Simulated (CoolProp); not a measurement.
A single-stage vapour-compression cycle with ethanol: evaporating at 318.15 K (dew point), condensing at 386.15 K (bubble point), superheat 5 K, subcooling 8 K, compressor efficiency 0.9, no pressure losses. Each further row changes one setting.

Model: reference Helmholtz-energy equation of state, Schroeder 2014, in CoolProp.

```
case                              cooling COP  pressure ratio  discharge temperature (K)  refrigerating effect (kJ/kg)  volumetric capacity (kJ/m³)
--------------------------------  -----------  --------------  -------------------------  ----------------------------  ---------------------------
as stated                                3.64            14.9                      446.6                           731                          292
evaporating temperature 323.15 K          [?]            11.7                      440.9                           738                          [?]
condensing temperature 381.15 K          3.98             [?]                      438.9                           747                          298
subcooling 13 K                           [?]            14.9                      446.6                           747                          298
superheat 15 K                            [?]            14.9                      457.1                           746                          [?]
compressor efficiency 0.8                 [?]            14.9                        [?]                           731                          292
```

Complete the blanks.


- evaporating temperature 323.15 K, cooling COP: 4.04
- evaporating temperature 323.15 K, volumetric capacity (kJ/m³): 371
- condensing temperature 381.15 K, pressure ratio: 12.7
- subcooling 13 K, cooling COP: 3.72
- superheat 15 K, cooling COP: 3.61
- superheat 15 K, volumetric capacity (kJ/m³): 289
- compressor efficiency 0.8, cooling COP: 3.23
- compressor efficiency 0.8, discharge temperature (K): 458.8
